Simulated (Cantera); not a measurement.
Cantera run:

```python
import numpy as np
import cantera as ct

gas_names = """
    C CO COS CO2 CS CS2 C2 C2O C3 C3O2 C4 C5 Fe FeC5O5 FeO O O2 O3 S SO SO2 SO3 S2 S2O S8
""".split()
cond_names = """
    C(gr) Fe(a) Fe(c) Fe(d) Fe(L) FeC5O5(L) FeO(s) FeO(L) FeS(a) FeS(b) FeS(c) FeS(L) FeSO4(s) FeS2(s)
    Fe2O3(s) Fe2S3O12(s) Fe3O4(s) S(cr1) S(cr2) S(L)
""".split()


def load(file, names, dense=False):
    # The tables refer to 1 bar. Condensed volumes are neglected.
    table = {s.name: s for s in ct.Species.list_from_file(file)}
    out = []
    for n in names:
        d = dict(table[n].input_data)
        d["thermo"] = dict(d["thermo"], **{"reference-pressure": 1e5})
        if dense:
            d["equation-of-state"] = {"model": "constant-volume", "density": "1e6 g/cm^3"}
        out.append(ct.Species.from_dict(d))
    return out


gas = ct.Solution(thermo="ideal-gas", species=load("nasa_gas.yaml", gas_names))
cond = {s.name: ct.Solution(thermo="fixed-stoichiometry", species=[s], name=s.name)
        for s in load("nasa_condensed.yaml", cond_names, dense=True)}
atoms = {
    'FeS2': {'Fe': 1, 'S': 2},
    'SO2': {'S': 1, 'O': 2},
    'CO2': {'C': 1, 'O': 2},
}
top_T = {'C(gr)': 4500, 'FeSO4(s)': 950, 'FeS2(s)': 1010, 'Fe2O3(s)': 1830, 'Fe2S3O12(s)': 1100, 'Fe3O4(s)': 1870}  # K; cautious upper limits of use, not melting points


def equilibrate(T, P, feed):
    n = {}
    for name, mol in feed.items():
        for a, k in atoms[name].items():
            n[a] = n.get(a, 0.0) + k * mol
    gas.TPX = T, P, n
    mass = sum(n.values()) * gas.mean_molecular_weight
    gas.equilibrate("TP")
    valid = [c for c in cond.values() if c.min_temp <= T <= top_T.get(c.name, c.max_temp)]
    mix = ct.Mixture([(gas, mass / gas.mean_molecular_weight)] + [(c, 0.0) for c in valid])
    mix.T, mix.P = T, P
    mix.equilibrate("TP", solver="vcs", rtol=1e-11, max_steps=5000)
    return mix


results = []
feed = {'FeS2': 1, 'SO2': 3.6, 'CO2': 0.28}  # mol
T = 1050  # K
P = 100000  # Pa
mix = equilibrate(T, P, feed)
results.append((T, P, feed, dict(zip(mix.species_names, mix.species_moles))))
x = sorted(zip(gas.X, gas.species_names), reverse=True)
print(f"T = {T:g} K  P = {P:g} Pa  gas = {mix.phase_moles(0):.4g} mol")
print("   x: " + "  ".join(f"{s} {v:.3e}" for v, s in x if v > 0.0001))
print("   condensed (mol): " + ("  ".join(f"{mix.phase(i).name} {mix.phase_moles(i):.4g}"
      for i in range(1, mix.n_phases) if mix.phase_moles(i) > 1e-12) or "none"))
```

It prints:

```
T = 1050 K  P = 100000 Pa  gas = 4.37 mol
   x: SO2 8.192e-01  S2 1.070e-01  CO2 6.380e-02  S2O 9.653e-03  CO 1.510e-04  COS 1.266e-04
   condensed (mol): FeS(c) 1
```

Method: chemical equilibrium by Gibbs-energy minimisation in Cantera with the NASA 1993 tables (ideal gas, pure condensed phases). FeS: taken at fixed stoichiometry. Gases not in the tables: S3 to S7.
